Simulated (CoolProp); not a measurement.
Computed with CoolProp (reference Helmholtz-energy equation of state, Thol 2017).

Question: For octamethyltrisiloxane (MDM), give the phase and the cp (kJ/(kg K)) at 396.6 K and 0.101 MPa; 561.6 K and 0.101 MPa.

Answer: 
- 396.6 K and 0.101 MPa: liquid; cp 2.03
- 561.6 K and 0.101 MPa: gas; cp 2.07
